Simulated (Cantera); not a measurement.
A freely propagating, adiabatic, planar premixed flame of CH4 : CO : O2 : N2 = 1 : 1.1 : 1.82 : 6.85 (molar parts), equivalence ratio 1.4, unburnt at 325 K and 1.00 bar; mixture-averaged transport, grid criteria slope 0.08 and curve 0.16, no radiation.

Detailed kinetics in Cantera: GRI-Mech 3.0 (53 species, 325 reactions). Burning velocities carry a grid error of a few per cent, more on coarse grids.

Q: Predict: laminar burning velocity; thermal thickness; peak x(CH2O).

A: 
```
Quantity                     Result
------------------------  ---------
laminar burning velocity  43.7 cm/s
thermal thickness          0.408 mm
peak x(CH2O)               0.000828
```
